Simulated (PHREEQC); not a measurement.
Spent oxide etchant (model solution)

Dissolve 0.065 mol/kgw HF, 0.0062 mol/kgw H2SiF6, 0.00043 mol/kgw HBF4 and 0.11 mol/kgw H2SO4 at 20 °C. Closed to the air; pH follows from the charge balance.

Equilibrium calculation in PHREEQC: ion-association model, phreeqc.dat.

Each row changes one thing in this solution. No solid was allowed to form.

```json
[
 {"case": "as made", "pH": "0.93", "ionic strength (mol/kgw)": "0.172", "HF (mol/kgw)": "0.0641", "F- (mol/kgw)": "0.000580", "HF2- (mol/kgw)": "0.000136"},
 {"case": "H2SiF6 left out", "pH": "0.97", "ionic strength (mol/kgw)": "0.155", "HF (mol/kgw)": "0.0641", "F- (mol/kgw)": "[?]", "HF2- (mol/kgw)": "0.000145"},
 {"case": "HBF4 from 0.00043 to 0.000387 mol/kgw", "pH": "0.93", "ionic strength (mol/kgw)": "0.172", "HF (mol/kgw)": "0.0641", "F- (mol/kgw)": "0.000580", "HF2- (mol/kgw)": "0.000136"},
 {"case": "HBF4 left out", "pH": "0.94", "ionic strength (mol/kgw)": "0.172", "HF (mol/kgw)": "0.0641", "F- (mol/kgw)": "0.000581", "HF2- (mol/kgw)": "0.000136"},
 {"case": "HF from 0.065 to 0.013 mol/kgw", "pH": "0.94", "ionic strength (mol/kgw)": "0.172", "HF (mol/kgw)": "0.0130", "F- (mol/kgw)": "0.000118", "HF2- (mol/kgw)": "[?]"},
 {"case": "H2SO4 left out", "pH": "1.82", "ionic strength (mol/kgw)": "0.0232", "HF (mol/kgw)": "[?]", "F- (mol/kgw)": "0.00341", "HF2- (mol/kgw)": "0.000753"},
 {"case": "HBF4 from 0.00043 to 0.0043 mol/kgw", "pH": "0.92", "ionic strength (mol/kgw)": "0.175", "HF (mol/kgw)": "0.0642", "F- (mol/kgw)": "0.000568", "HF2- (mol/kgw)": "0.000133"},
 {"case": "diluted 100-fold with water", "pH": "2.66", "ionic strength (mol/kgw)": "[?]", "HF (mol/kgw)": "0.000761", "F- (mol/kgw)": "0.000269", "HF2- (mol/kgw)": "7.55e-7"},
 {"case": "diluted 5-fold with water", "pH": "1.54", "ionic strength (mol/kgw)": "0.0440", "HF (mol/kgw)": "0.0126", "F- (mol/kgw)": "0.000388", "HF2- (mol/kgw)": "1.79e-5"}
]
```

**Question.** Complete the blanks.

**Answer.** 
- H2SiF6 left out, F- (mol/kgw): 0.000617
- HF from 0.065 to 0.013 mol/kgw, HF2- (mol/kgw): 5.62e-6
- H2SO4 left out, HF (mol/kgw): 0.0601
- diluted 100-fold with water, ionic strength (mol/kgw): 0.00327

SiF6-2 is the database's only silicon fluoride. Real BF4- forms and hydrolyses slowly; the run takes it at equilibrium.
